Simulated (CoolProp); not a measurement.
Properties of n-perfluorohexane along the isotherm 176.85 °C.

Computed with CoolProp (reference Helmholtz-energy equation of state, Gao 2022).

```json
[
 {"p (kPa)": "237", "phase": "gas", "cv (kJ/(kg K))": "0.9860", "Joule-Thomson coefficient (K/MPa)": "8.383"},
 {"p (kPa)": "475", "phase": "gas", "cv (kJ/(kg K))": "0.9901", "Joule-Thomson coefficient (K/MPa)": "9.204"},
 {"p (kPa)": "712", "phase": "gas", "cv (kJ/(kg K))": "0.9951", "Joule-Thomson coefficient (K/MPa)": "10.28"},
 {"p (kPa)": "950", "phase": "gas", "cv (kJ/(kg K))": "1.001", "Joule-Thomson coefficient (K/MPa)": "11.76"},
 {"p (kPa)": "1190", "phase": "gas", "cv (kJ/(kg K))": "1.010", "Joule-Thomson coefficient (K/MPa)": "13.98"},
 {"p (kPa)": "1420", "phase": "gas", "cv (kJ/(kg K))": "1.021", "Joule-Thomson coefficient (K/MPa)": "17.48"},
 {"p (kPa)": "1660", "phase": "gas", "cv (kJ/(kg K))": "1.041", "Joule-Thomson coefficient (K/MPa)": "24.83"},
 {"p (kPa)": "1900", "phase": "supercritical", "cv (kJ/(kg K))": "1.064", "Joule-Thomson coefficient (K/MPa)": "10.68"},
 {"p (kPa)": "2140", "phase": "supercritical", "cv (kJ/(kg K))": "1.053", "Joule-Thomson coefficient (K/MPa)": "4.775"},
 {"p (kPa)": "2370", "phase": "supercritical", "cv (kJ/(kg K))": "1.047", "Joule-Thomson coefficient (K/MPa)": "3.236"},
 {"p (kPa)": "2610", "phase": "supercritical", "cv (kJ/(kg K))": "1.044", "Joule-Thomson coefficient (K/MPa)": "2.438"}
]
```
